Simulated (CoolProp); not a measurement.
Saturation properties of fluorine (Tc = 144.4 K, pc = 5.240 MPa, ω = 0.045).

Values from CoolProp's reference Helmholtz-energy equation of state, de Reuck 1990.

```csv
T (K),p (MPa),vapour density (kg/m³),surface tension (mN/m)
79.9,0.05396,3.157,14.9
86.7,0.1221,(withheld),13.0
93.6,0.2454,(withheld),11.1
100.4,0.4415,22.16,(withheld)
107.2,0.7347,36.00,7.63
114.1,(withheld),(withheld),5.94
120.9,1.718,84.52,4.36
127.8,2.466,126.3,2.86
```

Complete the blanks.


- 86.7, vapour density (kg/m³): 6.701
- 93.6, vapour density (kg/m³): 12.79
- 100.4, surface tension (mN/m): 9.36
- 114.1, p (MPa): 1.156
- 114.1, vapour density (kg/m³): 56.19

It boils at 85.0 K under 1 atm.

Surface tension comes from a separate correlation (Mulero 2012).
